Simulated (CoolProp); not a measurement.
Computed with CoolProp (reference Helmholtz-energy equation of state, Akasaka 2019).

**Question.** Give the vapour pressure (MPa), liquid density (kg/m³), enthalpy of vaporisation (kJ/kg), liquid cp (kJ/(kg K)) of saturated R1234ze(Z) at 299.6, 316.3 K.

**Answer.** 
| T (K) | p (MPa) | liquid density (kg/m³) | enthalpy of vaporisation (kJ/kg) | liquid cp (kJ/(kg K)) |
|---|---|---|---|---|
| 299.6 | 0.187 | 1220 | 205 | 1.28 |
| 316.3 | 0.319 | 1170 | 194 | 1.33 |
